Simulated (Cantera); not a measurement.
Feed: 1 mol Al, 19 mol N2O, 380 mol H2, at 527 °C and 13.3 mbar.

These are equilibrium values from Cantera (NASA tables, ideal gas, pure condensed phases), not measurements of a reactor. Candidate condensed phases: Al, AlN, Al2O3, H2O; 35 gas species. The numbers say what is thermodynamically allowed, not how fast it happens.

### Question
What is the equilibrium state?

### Answer
- x(H2) = 0.909
- x(N2) = 0.0476
- x(H2O) = 0.0439
- x(NH3) = 7.53e-6
- n(Al2O3(s)) = 0.500 mol
- gas amount = 399.0 mol
- log10 activity of Al(s) (absent) = -24.61
